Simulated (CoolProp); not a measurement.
n-octane at 383.17 K and 0.0172 MPa is throttled through a valve to 0.0042 MPa with no heat exchange. Each further row changes one setting.

Values from CoolProp's reference Helmholtz-energy equation of state, Beckmüller 2019.

```csv
case,temperature change (K),final density (kg/m³)
as stated,-0.4,?
outlet pressure 0.00126 MPa,?,?
outlet pressure 0.00546 MPa,-0.4,?
```

Some entries are withheld; supply them.


- as stated, final density (kg/m³): 0.151
- outlet pressure 0.00126 MPa, temperature change (K): -0.5
- outlet pressure 0.00126 MPa, final density (kg/m³): 0.0453
- outlet pressure 0.00546 MPa, final density (kg/m³): 0.197
